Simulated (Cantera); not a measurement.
What does this Cantera script print?

```python
import numpy as np
import cantera as ct

gas_names = """
    H2O N CrO3 NH3
""".split()
cond_names = """
    Cr2N(s)
""".split()


def load(file, names, dense=False):
    # The tables refer to 1 bar. Condensed volumes are neglected.
    table = {s.name: s for s in ct.Species.list_from_file(file)}
    out = []
    for n in names:
        d = dict(table[n].input_data)
        d["thermo"] = dict(d["thermo"], **{"reference-pressure": 1e5})
        if dense:
            d["equation-of-state"] = {"model": "constant-volume", "density": "1e6 g/cm^3"}
        out.append(ct.Species.from_dict(d))
    return out


species = {s.name: s for s in load("nasa_gas.yaml", gas_names) + load("nasa_condensed.yaml", cond_names)}
# Each term lists the table entries of one substance; the one whose range holds T is used.
reactions = {
    '6 H2O(g) + Cr2N + 3 N(g) = 2 CrO3(g) + 4 NH3(g)':
        [(-6, ['H2O']), (-1, ['Cr2N(s)']), (-3, ['N']), (2, ['CrO3']), (4, ['NH3'])],
}


def pick(names, T):
    return next(species[n] for n in names if species[n].thermo.min_temp <= T <= species[n].thermo.max_temp)


results = []
for label, terms in reactions.items():
    print(label)
    print("     T/K   dH/kJ  dS/(J/K)   dG/kJ   log10 K")
    for T in [1148, 1198, 1248, 1298, 1348, 1398]:
        used = [(nu, pick(names, T)) for nu, names in terms]
        dH = sum(nu * s.thermo.h(T) for nu, s in used) / 1e6
        dS = sum(nu * s.thermo.s(T) for nu, s in used) / 1e3
        dG = dH - T * dS / 1e3
        logK = -dG * 1e6 / (ct.gas_constant * T * np.log(10))
        results.append((label, T, dH, dS, dG, logK, [s.name for _, s in used]))
        print(f"{T:8g} {dH:8.1f} {dS:8.1f} {dG:8.1f} {logK:8.2f}")
```

It prints:

```
6 H2O(g) + Cr2N + 3 N(g) = 2 CrO3(g) + 4 NH3(g)
     T/K   dH/kJ  dS/(J/K)   dG/kJ   log10 K
    1148   -639.0   -407.6   -171.1     7.78
    1198   -639.9   -408.4   -150.7     6.57
    1248   -641.0   -409.2   -130.2     5.45
    1298   -642.0   -410.1   -109.8     4.42
    1348   -643.1   -410.9    -89.2     3.46
    1398   -644.3   -411.7    -68.7     2.57
```

Standard-state values (1 bar) from the NASA 1993 polynomials, evaluated with Cantera. Condensed species are held in their standard states even where they would react or evaporate.
